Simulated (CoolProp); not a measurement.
Model: reference Helmholtz-energy equation of state, Bücker 2006, in CoolProp.

**Question.** Give the vapour pressure (MPa), liquid cp (kJ/(kg K)), liquid conductivity (mW/(m K)) of saturated isobutane at 329.9, 380.9 K.

**Answer.** 
```json
[
 {"T (K)": "329.9", "p (MPa)": "0.806", "liquid cp (kJ/(kg K))": "2.67", "liquid conductivity (mW/(m K))": "78.6"},
 {"T (K)": "380.9", "p (MPa)": "2.29", "liquid cp (kJ/(kg K))": "3.63", "liquid conductivity (mW/(m K))": "64.7"}
]
```

Thermal conductivity comes from a separate model (Perkins 2002).
